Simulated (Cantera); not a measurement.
Charge: 1 mol MgO, 0.68 mol CO, 0.18 mol H2, held at 1552 °C and 0.0750 Torr.

Cantera equilibrium calculation (NASA polynomials, part measured and part estimated; ideal gas, pure solids and liquids). Candidate condensed phases: C, C6H6, C7H8, C8H18, H2O, Mg, MgCO3, MgO, Mg(OH)2; 116 gas species. Kinetics and transport are ignored.

Base state: CO 0.708, H2 0.160, Mg 0.0576, CO2 0.0305, H2O 0.0269, H 0.0176, OH 0.000207, MgOH 3.53e-5 (mole fractions); condensed: MgO(s).

### Question
What changes in the equilibrium state with this change: temperature from 1552 °C to 727 °C?

### Answer
| species | before | after |
|---|---|---|
| CO | 0.708 | 0.791 |
| H2 | 0.160 | 0.209 |
| CO2 | 0.0305 | 3.55e-5 |
| Mg | 0.0576 | <1e-9 |
| H | 0.0176 | 1.04e-7 |
| H2O | 0.0269 | 6.54e-6 |
| OH | 0.000207 | <1e-9 |
| MgOH | 3.53e-5 | <1e-9 |
| O | 1.76e-5 | <1e-9 |
| MgO(s), mol | 0.947 | 1.00 |

### Question
What changes in the equilibrium state with this change: temperature from 1552 °C to 852 °C?

### Answer
```tsv
species	before	after
CO	0.708	0.791
H2	0.160	0.209
Mg	0.0576	4.29e-6
H2O	0.0269	1.06e-6
H	0.0176	2.03e-6
CO2	0.0305	3.66e-6
OH	0.000207	<1e-9
MgOH	3.53e-5	<1e-9
O	1.76e-5	<1e-9
MgO(s), mol	0.947	1.000
```

### Question
What changes in the equilibrium state with this change: temperature from 1552 °C to 2025 °C?

### Answer
```tsv
species	before	after
Mg	0.0576	0.387
CO	0.708	0.212
O	1.76e-5	0.141
H2	0.160	0.00774
O2	1.31e-6	0.0819
OH	0.000207	0.0189
H	0.0176	0.0843
H2O	0.0269	0.0108
CO2	0.0305	0.0529
MgO	4.73e-6	0.00297
MgOH	3.53e-5	0.000191
MgO(s), mol	0.947	0
```
